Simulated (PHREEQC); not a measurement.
Dissolve 3.6 mmol/kgw ZnSO4 at 25 °C. Closed to the air; pH follows from the charge balance.

Model: ion-association model, phreeqc.dat, run in PHREEQC.

No solid was allowed to form.

Problem. What pH, specific conductance, ionic strength does the model give?

Solution. pH 5.88; specific conductance 645 µS/cm; ionic strength 0.0112 mol/kgw.

Problem. In which forms is S present?

Solution. SO4-2 77 %, ZnSO4 22 %, Zn(SO4)2-2 1.0 % of the S.

Complexes and solids missing from the database can't appear.
